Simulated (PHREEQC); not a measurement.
# Alkaline etch or developer (model solution)

Consider water at 20 °C with 2.3 mmol/kgw NH3, 0.11 mmol/kgw Na2SiO3, 2.8 mmol/kgw K2CO3 and 0.034 mmol/kgw H3PO4. Closed to the air; pH follows from the charge balance.

Model: ion-association model, phreeqc.dat, run in PHREEQC.

This is a speciation only: nothing precipitates in the calculation.

Q: What pH does the model give?

A: pH 10.92.

Q: In which forms is C present?

A: CO3-2 82 %, HCO3- 18 % of the C.
